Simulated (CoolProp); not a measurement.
A simple Rankine cycle with R1336mzz(Z): condensing at 295.15 K, boiler at 0.486 MPa, turbine inlet 362.9 K, turbine efficiency 0.7, pump efficiency 0.8, no recuperator. Each further row changes one setting.

Model: reference Helmholtz-energy equation of state, McLinden 2020, in CoolProp.

| case | thermal efficiency (%) | net work (kJ/kg) | heat in (kJ/kg) | turbine exit temperature (K) | volume ratio over the turbine |
|---|---|---|---|---|---|
| as stated | 9.9 | 22.1 | 223 | 329.7 | 7.69 |
| turbine inlet 382.9 K | 9.8 | 23.8 | 244 | 350.6 | 7.53 |
| condensing temperature 287.15 K | 11.1 | 25.7 | 232 | 325.2 | 10.6 |
| boiler pressure 0.34 MPa | 8.3 | 18.9 | 226 | 337.0 | 5.22 |
| turbine efficiency 0.6 | 8.5 | 18.9 | 223 | 333.2 | 7.78 |
